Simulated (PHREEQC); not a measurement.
1.7 g of hydrous ferric oxide (600 m²/g; 0.2 weak and 0.005 strong sites per Fe, Dzombak-Morel constants, diffuse double layer) in 1 kg of water with 0.005 mol/kgw of an inert sodium salt and 0.12 mmol/kgw Na2HAsO4 and 0.21 mmol/kgw CuSO4, at 25 °C; the pH is set by adding NaOH or the inert anion's acid. Oxygen is held at 0.21 atm. No CO2 enters from the air. No solid was allowed to form.

Model: ion-association model, wateq4f.dat, run in PHREEQC.

```tsv
pH	As sorbed (%)	S sorbed (%)	Cu sorbed (%)
3	100.0	100.0	0.3
3.5	100.0	100.0	2.3
4	100.0	100.0	13.8
4.5	100.0	100.0	43.0
5	100.0	99.9	79.2
5.5	100.0	99.5	96.5
6	100.0	96.8	99.6
6.5	100.0	82.0	99.9
7	100.0	44.1	100.0
7.5	100.0	11.1	100.0
8	100.0	1.5	100.0
8.5	100.0	0.2	100.0
9	99.7	0.0	100.0
```

Species that the database lacks are ignored. The database has no arsenate complexes of Cu. The database's constant for dissolved Cu(OH)2 is higher than later reviews accept. The oxide is taken as insoluble; below pH 4 it would dissolve.
